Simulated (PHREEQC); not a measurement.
Brine

Consider water at 20 °C with 60 mmol/kgw NaOH and 75 mmol/kgw K2SO4. Closed to the air; pH follows from the charge balance.

The numbers come from PHREEQC with the ion-association model, wateq4f.dat.

No solid was allowed to form.

**Question.** Estimate the pH, ionic strength, activity of water.

**Answer.** pH 12.79; ionic strength 0.250 mol/kgw; activity of water 0.994.

**Question.** In which forms is K present?

**Answer.** K+ 91 %, KSO4- 8.7 % of the K.

Species that the database lacks are ignored.
